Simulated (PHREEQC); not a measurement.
Dissolve 2.2 mmol/kgw HF, 0.65 mmol/kgw (NH4)2SiF6, 130 mmol/kgw H3BO3 and 0.052 mmol/kgw H2SO4 at 21 °C. Closed to the air; pH follows from the charge balance.

Computed with PHREEQC (ion-association model, phreeqc.dat).

This is a speciation only: nothing precipitates in the calculation.

Problem. Order these F species by the share of F that they hold, largest first: BF3OH-, F-, HF, BF2(OH)2-, BF4-.

Solution. BF4- (38 %), BF2(OH)2- (27 %), BF3OH- (18 %), HF (8.7 %), F- (6.7 %)

Problem. Order these S species by the share of S that they hold, largest first: NH4SO4-, SO4-2, HSO4-.

Solution. SO4-2 (92 %), HSO4- (6.8 %), NH4SO4- (1.2 %)

The pH is 3.01 and the ionic strength 0.00238 mol/kgw. Saturation is exceeded, for instance for Quartz (slow to form), Chalcedony (slow to form); the values hold only as long as no solid forms. Complexes and solids missing from the database can't appear. SiF6-2 is the database's only silicon fluoride. Real BF4- forms and hydrolyses slowly; the run takes it at equilibrium.
